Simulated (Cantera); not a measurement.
Cantera run:

```python
import numpy as np
import cantera as ct

gas_names = """
    H HO2 H2 H2O H2O2 O OH O2 O3 Si SiH SiH2 SiH3 SiH4 SiO SiO2 Si2 Si3
""".split()
cond_names = """
    H2O(s) H2O(L) Si(cr) Si(L) SiO2(Lqz) SiO2(hqz) SiO2(L)
""".split()


# ... load() reads the species with a 1 bar reference pressure and builds the phases ...
atoms = {
    'Si2H6': {'Si': 2, 'H': 6},
    'O2': {'O': 2},
    'H2O': {'H': 2, 'O': 1},
}
top_T = {}  # K; cautious upper limits of use, not melting points


# ... equilibrate(T, P, feed) seeds the gas with the atoms and calls Mixture.equilibrate('TP', solver="vcs", rtol=1e-11, max_steps=5000) ...
results = []
T = 1175  # K
P = 10000  # Pa
for m in [0.42, 0.61, 0.8, 1, 1.2, 1.4, 1.6, 1.8, 2, 2.2]:
    feed = {'Si2H6': 1, 'O2': m, 'H2O': 0.11}  # mol
    mix = equilibrate(T, P, feed)
    results.append((T, P, feed, dict(zip(mix.species_names, mix.species_moles))))
    x = sorted(zip(gas.X, gas.species_names), reverse=True)
    print(f"T = {T:g} K  P = {P:g} Pa  n(O2) = {m:g} mol  gas = {mix.phase_moles(0):.4g} mol")
    print("   x: " + "  ".join(f"{s} {v:.3e}" for v, s in x if v > 0.001))
    print("   condensed (mol): " + ("  ".join(f"{mix.phase(i).name} {mix.phase_moles(i):.4g}"
          for i in range(1, mix.n_phases) if mix.phase_moles(i) > 1e-12) or "none"))
```

It prints:

```
T = 1175 K  P = 10000 Pa  n(O2) = 0.42 mol  gas = 3.11 mol
   x: H2 1.000e+00
   condensed (mol): Si(cr) 1.525  SiO2(hqz) 0.475
T = 1175 K  P = 10000 Pa  n(O2) = 0.61 mol  gas = 3.11 mol
   x: H2 1.000e+00
   condensed (mol): Si(cr) 1.335  SiO2(hqz) 0.665
T = 1175 K  P = 10000 Pa  n(O2) = 0.8 mol  gas = 3.11 mol
   x: H2 1.000e+00
   condensed (mol): Si(cr) 1.145  SiO2(hqz) 0.855
T = 1175 K  P = 10000 Pa  n(O2) = 1 mol  gas = 3.11 mol
   x: H2 1.000e+00
   condensed (mol): Si(cr) 0.945  SiO2(hqz) 1.055
T = 1175 K  P = 10000 Pa  n(O2) = 1.2 mol  gas = 3.11 mol
   x: H2 1.000e+00
   condensed (mol): Si(cr) 0.745  SiO2(hqz) 1.255
T = 1175 K  P = 10000 Pa  n(O2) = 1.4 mol  gas = 3.11 mol
   x: H2 1.000e+00
   condensed (mol): Si(cr) 0.545  SiO2(hqz) 1.455
T = 1175 K  P = 10000 Pa  n(O2) = 1.6 mol  gas = 3.11 mol
   x: H2 1.000e+00
   condensed (mol): Si(cr) 0.345  SiO2(hqz) 1.655
T = 1175 K  P = 10000 Pa  n(O2) = 1.8 mol  gas = 3.11 mol
   x: H2 1.000e+00
   condensed (mol): Si(cr) 0.145  SiO2(hqz) 1.855
T = 1175 K  P = 10000 Pa  n(O2) = 2 mol  gas = 3.11 mol
   x: H2 9.646e-01  H2O 3.537e-02
   condensed (mol): SiO2(hqz) 2
T = 1175 K  P = 10000 Pa  n(O2) = 2.2 mol  gas = 3.11 mol
   x: H2 8.360e-01  H2O 1.640e-01
   condensed (mol): SiO2(hqz) 2
```

These are equilibrium values from Cantera (NASA tables, ideal gas, pure condensed phases), not measurements of a reactor. The feed counts by its element totals alone. Mutual solubility and eutectic melting of coexisting phases are not modelled. The tables hold silica as quartz up to 1696 K and as liquid above; real silica turns to tridymite and cristobalite and melts near 1996 K.
